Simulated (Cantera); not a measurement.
Charge: 1 mol CH₄, 0.022 mol H₂O, 0.079 mol O₂, held at 2202 °C and 0.300 bar.

Cantera equilibrium calculation (NASA polynomials, part measured and part estimated; ideal gas, pure solids and liquids). Candidate condensed phases: C, C₆H₆, C₇H₈, C₈H₁₈, H₂O; 110 gas species. The numbers say what is thermodynamically allowed, not how fast it happens.

Base state: H₂ 0.873, CO 0.0802, H 0.0384, C₂H₂ (acetylene) 0.00849, CH₄ 3.57e-5, C₄H₂ 3.41e-5, CH₃ 2.84e-5, C₂H 2.54e-5 (mole fractions); condensed: C(graphite).

Task: What changes in the equilibrium state with this change: temperature from 2202 °C to 1377 °C?

Result: 
| species | before | after |
|---|---|---|
| H₂ | 0.873 | 0.918 |
| CO | 0.0802 | 0.0818 |
| CH₄ | 3.57e-5 | 0.000336 |
| H | 0.0384 | 0.000159 |
| C₂H₂ (acetylene) | 0.00849 | 4.19e-5 |
| C₄H₂ | 3.41e-5 | <1e-9 |
| C₂H | 2.54e-5 | <1e-9 |
| C(graphite), mol | 0.781 | 0.819 |

Task: What changes in the equilibrium state with this change: temperature from 2202 °C to 2727 °C?

Result: 
```json
[
 {"species": "H₂", "before": "0.873", "after": "0.650"},
 {"species": "H", "before": "0.0384", "after": "0.232"},
 {"species": "CO", "before": "0.0802", "after": "0.0720"},
 {"species": "C₂H₂ (acetylene)", "before": "0.00849", "after": "0.0404"},
 {"species": "C₅", "before": "2.98e-9", "after": "1.90e-5"},
 {"species": "C₂", "before": "1.03e-7", "after": "0.000106"},
 {"species": "C₃", "before": "1.12e-6", "after": "0.00104"},
 {"species": "C", "before": "3.92e-7", "after": "0.000169"},
 {"species": "C₆H₂", "before": "1.44e-7", "after": "2.89e-5"},
 {"species": "C(graphite), mol", "before": "0.781", "after": "0.584"}
]
```
